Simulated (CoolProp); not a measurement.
Vapour-liquid equilibrium of fluoroethane (R161) (1) + R134a (2) at -94.35 °C; x and y are mole fractions of (1).

The numbers come from the multi-fluid Helmholtz-energy mixture model, Wu 2012 and Tillner-Roth 1994; pair parameters Bell 2016 in CoolProp.

```json
[
 {"x": "0.05", "bubble pressure, mixture model (bar)": "0.01072", "bubble pressure, Raoult's law (bar)": "0.01090", "y, mixture model": "0.112", "y, Raoult's law": "0.127"},
 {"x": "0.2", "bubble pressure, mixture model (bar)": "0.01295", "bubble pressure, Raoult's law (bar)": "0.01355", "y, mixture model": "0.383", "y, Raoult's law": "0.409"},
 {"x": "0.35", "bubble pressure, mixture model (bar)": "0.01537", "bubble pressure, Raoult's law (bar)": "0.01620", "y, mixture model": "0.583", "y, Raoult's law": "0.598"},
 {"x": "0.5", "bubble pressure, mixture model (bar)": "0.01800", "bubble pressure, Raoult's law (bar)": "0.01885", "y, mixture model": "0.732", "y, Raoult's law": "0.734"},
 {"x": "0.65", "bubble pressure, mixture model (bar)": "0.02081", "bubble pressure, Raoult's law (bar)": "0.02150", "y, mixture model": "0.843", "y, Raoult's law": "0.837"},
 {"x": "0.8", "bubble pressure, mixture model (bar)": "0.02374", "bubble pressure, Raoult's law (bar)": "0.02415", "y, mixture model": "0.924", "y, Raoult's law": "0.917"},
 {"x": "0.95", "bubble pressure, mixture model (bar)": "0.02670", "bubble pressure, Raoult's law (bar)": "0.02680", "y, mixture model": "0.984", "y, Raoult's law": "0.981"}
]
```

The largest gap from Raoult's law is -5.1 % in bubble pressure, at x = 0.35. No azeotrope shows between x = 0.05 and 0.95.

The pair parameters rest on a limited set of measurements; away from them the model extrapolates.
